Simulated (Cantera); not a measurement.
Standard-state values (1 bar) from the NASA 1993 polynomials, evaluated with Cantera. Values are per mole of reaction as written; species without (g) are pure solids or liquids, kept so even where they would boil at 1 bar.

F2(g) + H2S(g) = 2 HF(g) + S, with ΔH° = -524.6 kJ and ΔS° = -28.8 J/K at 300 K.

### Question
How far is the shortcut ΔG° ≈ ΔH°(300 K) − T·ΔS°(300 K) from the full temperature-dependent value at 673, 723, 773, 823, 873, 923 K?

### Answer
```csv
T (K),shortcut (kJ),full (kJ),difference (kJ),difference in log10 K,condensed phases
673,-505.2,-510.3,5.1,-0.40,S(l)
723,-503.7,-510.0,6.3,-0.45,S(l)
773,-502.3,-509.7,7.4,-0.50,S(l)
823,-500.8,-509.5,8.7,-0.55,S(l)
873,-499.4,-509.4,10.0,-0.60,S(l)
923,-498.0,-509.2,11.3,-0.64,S(l)
```
The shortcut ignores heat capacities and the phase changes listed.
